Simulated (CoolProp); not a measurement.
500 sccm (0 °C, 1 atm) of nitrogen bubbles through liquid benzene at 321.4 K and leaves saturated at a total pressure of 0.15 MPa (ideal gas phase). Each further row changes one setting.

The numbers come from the reference Helmholtz-energy equation of state, Thol 2012 in CoolProp.

```json
[
 {"case": "as stated", "vapour pressure (kPa)": "33.9", "mole fraction of vapour": "0.226", "delivery (mg/min)": "508", "delivery (sccm)": "146", "change of delivery for a bath 1 K warmer (%)": "___"},
 {"case": "bath temperature 326.4 K", "vapour pressure (kPa)": "40.9", "mole fraction of vapour": "0.273", "delivery (mg/min)": "653", "delivery (sccm)": "188", "change of delivery for a bath 1 K warmer (%)": "___"},
 {"case": "total pressure 0.3 MPa", "vapour pressure (kPa)": "33.9", "mole fraction of vapour": "0.113", "delivery (mg/min)": "___", "delivery (sccm)": "___", "change of delivery for a bath 1 K warmer (%)": "4.4"}
]
```

Problem. Complete the blanks.

Solution. 
- as stated, change of delivery for a bath 1 K warmer (%): 5.1
- bath temperature 326.4 K, change of delivery for a bath 1 K warmer (%): 5.3
- total pressure 0.3 MPa, delivery (mg/min): 222
- total pressure 0.3 MPa, delivery (sccm): 63.6
